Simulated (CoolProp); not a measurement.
Vapour-liquid equilibrium of CH2F2 (R32) (1) + R142b (2) at 266.2 K; x and y are mole fractions of (1).

Values from CoolProp's multi-fluid Helmholtz-energy mixture model, Tillner-Roth 1997 and Lemmon 2006; pair parameters Bell 2016.

```tsv
x	bubble pressure (MPa)	y at the bubble point	dew pressure at overall composition x (MPa)	liquid density (mol/L)
0.05	0.1430	0.255	0.1157	12.09
0.125	0.1926	0.480	0.1244	12.51
0.2	0.2421	0.614	0.1345	12.96
0.275	0.2899	0.701	0.1464	13.44
0.35	0.3353	0.761	0.1605	13.95
0.425	0.3778	0.806	0.1776	14.49
0.5	0.4174	0.841	0.1987	15.08
0.575	0.4542	0.870	0.2254	15.72
0.65	0.4890	0.894	0.2601	16.41
0.725	0.5224	0.917	0.3066	17.17
0.8	0.5553	0.938	0.3713	18.01
0.875	0.5885	0.960	0.4614	18.93
0.95	0.6228	0.983	0.5736	19.97
```

No azeotrope shows between x = 0.05 and 0.95.

Pair parameters are fitted to limited data, so mixtures are less certain than the pure fluids.
